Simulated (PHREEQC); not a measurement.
Consider water at 60 °C with 5.2 mmol/kgw NaH2PO4 and 0.046 mmol/kgw Na2CO3. Closed to the air; pH follows from the charge balance.

Model: ion-association model, phreeqc.dat, run in PHREEQC.

Each row changes one thing in this solution. This is a speciation only: nothing precipitates in the calculation.

```json
[
 {"case": "as made", "pH": "5.30", "ionic strength (mol/kgw)": "0.00539", "HPO4-2 (mol/kgw)": "9.70e-5", "CO2 (mol/kgw)": "4.14e-5", "H3PO4 (mol/kgw)": "5.00e-6", "HCO3- (mol/kgw)": "4.62e-6"},
 {"case": "Na2CO3 from 4.6e-05 to 2.3e-05 mol/kgw", "pH": "5.10", "ionic strength (mol/kgw)": "0.00532", "HPO4-2 (mol/kgw)": "6.07e-5", "CO2 (mol/kgw)": "(withheld)", "H3PO4 (mol/kgw)": "8.08e-6", "HCO3- (mol/kgw)": "1.50e-6"},
 {"case": "Na2CO3 from 4.6e-05 to 9.2e-06 mol/kgw", "pH": "4.93", "ionic strength (mol/kgw)": "0.00527", "HPO4-2 (mol/kgw)": "4.19e-5", "CO2 (mol/kgw)": "8.78e-6", "H3PO4 (mol/kgw)": "1.18e-5", "HCO3- (mol/kgw)": "4.21e-7"},
 {"case": "diluted 100-fold with water", "pH": "(withheld)", "ionic strength (mol/kgw)": "5.69e-5", "HPO4-2 (mol/kgw)": "(withheld)", "CO2 (mol/kgw)": "3.47e-7", "H3PO4 (mol/kgw)": "(withheld)", "HCO3- (mol/kgw)": "1.13e-7"},
 {"case": "diluted 2-fold with water", "pH": "5.35", "ionic strength (mol/kgw)": "0.00270", "HPO4-2 (mol/kgw)": "5.03e-5", "CO2 (mol/kgw)": "2.05e-5", "H3PO4 (mol/kgw)": "2.30e-6", "HCO3- (mol/kgw)": "2.49e-6"}
]
```

Task: Some entries are withheld; supply them.

Result: 
- Na2CO3 from 4.6e-05 to 2.3e-05 mol/kgw, CO2 (mol/kgw): 2.15e-5
- diluted 100-fold with water, pH: 5.80
- diluted 100-fold with water, HPO4-2 (mol/kgw): 2.37e-6
- diluted 100-fold with water, H3PO4 (mol/kgw): 1.68e-8

At this temperature some constants are extrapolated from 25 °C, and those without enthalpy data are left unchanged.
